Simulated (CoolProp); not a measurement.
c-C4F8 (RC318) along the isobar 10.9 MPa: density (kg/m³) from the reference equation and from simpler models built on Tc = 115.2 °C, pc = 2.778 MPa, ω = 0.355; each cubic takes its own stable root.

Values from CoolProp's reference Helmholtz-energy equation of state, Platzer 1990. This equation is an older, rougher fit; its heat capacities, sound speeds and derivatives of the liquid may be far off and weren't checked against measurements.

| T (°C) | phase | reference |
|---|---|---|
| 68.05 | liquid | 1413 |
| 83.95 | liquid | 1354 |
| 99.75 | liquid | 1292 |
| 115.65 | supercritical | 1226 |
| 131.55 | supercritical | 1156 |
| 147.45 | supercritical | 1082 |
| 163.35 | supercritical | 1006 |
| 179.25 | supercritical | 927.5 |
| 195.05 | supercritical | 852.0 |
| 210.95 | supercritical | 781.2 |
| 226.85 | supercritical | 717.9 |

Task: How far does each simpler model (van der Waals, Redlich-Kwong, Soave-Redlich-Kwong) lie from the reference over these 11 states: mean and median of the absolute difference, and the worst?

Result: 
- van der Waals: mean 18.0 %, median 20.4 %, worst -30.2 % at 68.05 °C and 10.9 MPa
- Redlich-Kwong: mean 4.4 %, median 4.8 %, worst -6.7 % at 68.05 °C and 10.9 MPa
- Soave-Redlich-Kwong: mean 6.4 %, median 6.9 %, worst -7.9 % at 195.05 °C and 10.9 MPa
